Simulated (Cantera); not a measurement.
**Si + SF6 (silicon etching in halogen gases)**

Input: 1 mol Si, 2.2 mol SF6, at 0.990 bar.

These are equilibrium values from Cantera (NASA tables, ideal gas, pure condensed phases), not measurements of a reactor. Candidate condensed phases: S, Si; 21 gas species. The tables' values for S2F2 (SSF2), SF3, SF5 are old estimates; treat these amounts as uncertain. Equilibrium is a limit: real reactors are often held back by kinetics, nucleation or transport.

```csv
T (°C),log p SF4,log p SiF4,log p SF6,log p S2F2 (SSF2),log p SF3,log p F,log p SF2,log p SF5
625,-0.27,-0.50,-0.94,-1.77,-2.75,-9.59,-2.94,-4.92
675,-0.24,-0.51,-1.04,-2.08,-2.56,-8.71,-2.77,-4.70
725,-0.23,-0.51,-1.12,-2.48,-2.42,-7.90,-2.65,-4.50
775,-0.22,-0.51,-1.15,-2.97,-2.32,-7.14,-2.59,-4.31
825,-0.22,-0.51,-1.16,-3.50,-2.24,-6.45,-2.57,-4.12
875,-0.22,-0.51,-1.17,-4.01,-2.18,-5.80,-2.56,-3.94
925,-0.22,-0.51,-1.16,-4.49,-2.12,-5.22,-2.55,-3.78
975,-0.22,-0.51,-1.16,-4.94,-2.07,-4.67,-2.55,-3.63
1025,-0.22,-0.51,-1.16,-5.35,-2.03,-4.17,-2.54,-3.50
1075,-0.22,-0.51,-1.16,-5.73,-1.99,-3.71,-2.54,-3.37
1125,-0.22,-0.51,-1.16,-6.08,-1.95,-3.28,-2.54,-3.25
1175,-0.23,-0.51,-1.16,-6.40,-1.91,-2.88,-2.53,-3.14
1225,-0.23,-0.51,-1.16,-6.69,-1.87,-2.51,-2.53,-3.04
1275,-0.23,-0.51,-1.17,-6.94,-1.84,-2.16,-2.52,-2.95
```
log p: log10 of the partial pressure in bar; nothing condenses.

From 625 °C to 1275 °C nothing is condensed. The main Si-bearing gas is SiF4 throughout.
